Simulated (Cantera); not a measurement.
What does this Cantera script print?

```python
import numpy as np
import cantera as ct

gas_names = """
    H HNO HNO2 HNO3 HO2 H2 H2O H2O2 N NH NH2 NH3 NH2OH NO NO2 NO3 N2 N2H2 N2H4 N2O O OH O2 O3 Pb PbO Pb2
""".split()
cond_names = """
    H2O(s) H2O(L) Pb(cr) Pb(L) PbO(rd) PbO(yw) PbO(L) PbO2(s) Pb3O4(s)
""".split()


# ... load() reads the species with a 1 bar reference pressure and builds the phases ...
atoms = {
    'Pb': {'Pb': 1},
    'H2O': {'H': 2, 'O': 1},
    'N2': {'N': 2},
}
top_T = {'Pb3O4(s)': 820}  # K; cautious upper limits of use, not melting points


# ... equilibrate(T, P, feed) seeds the gas with the atoms and calls Mixture.equilibrate('TP', solver="vcs", rtol=1e-11, max_steps=5000) ...
results = []
feed = {'Pb': 1, 'H2O': 1.7, 'N2': 64}  # mol
P = 290  # Pa
for T in [948, 1023, 1098, 1173, 1248, 1323, 1398, 1473]:
    mix = equilibrate(T, P, feed)
    results.append((T, P, feed, dict(zip(mix.species_names, mix.species_moles))))

top = {s: max(r[3][s] / sum(r[3][g] for g in gas_names) for r in results) for s in gas_names}
cols = sorted((s for s in top if top[s] > 1e-05), key=lambda s: -top[s])[:6]
seen = [c for c in cond_names if any(r[3].get(c, 0) > 1e-12 for r in results)]
print("log10 of partial pressures in bar; condensed amounts in mol")
print(f"{'T/K':>10s}" + "".join(f"{s[:9]:>10s}" for s in cols + seen))
for T, P, feed, n in results:
    ng = sum(n[g] for g in gas_names)
    print(f"{T:10.4g}" + "".join(f"{np.log10(max(n[s] / ng * P / 1e5, 1e-99)):10.3f}" for s in cols)
          + "".join(f"{n.get(c, 0):10.4g}" for c in seen))
```

Result:

```
log10 of partial pressures in bar; condensed amounts in mol
       T/K        N2       H2O        Pb        H2       PbO     Pb(L)
       948    -2.550    -4.126    -5.320    -7.676    -7.676    0.8908
      1023    -2.553    -4.129    -4.574    -7.059    -7.059    0.3883
      1098    -2.556    -4.132    -4.364    -6.742    -6.742         0
      1173    -2.556    -4.133    -4.365    -6.556    -6.556         0
      1248    -2.556    -4.134    -4.366    -6.392    -6.393         0
      1323    -2.556    -4.135    -4.367    -6.247    -6.248         0
      1398    -2.556    -4.136    -4.369    -6.116    -6.121         0
      1473    -2.556    -4.137    -4.372    -5.995    -6.011         0
```

Method: chemical equilibrium by Gibbs-energy minimisation in Cantera with the NASA 1993 tables (ideal gas, pure condensed phases).
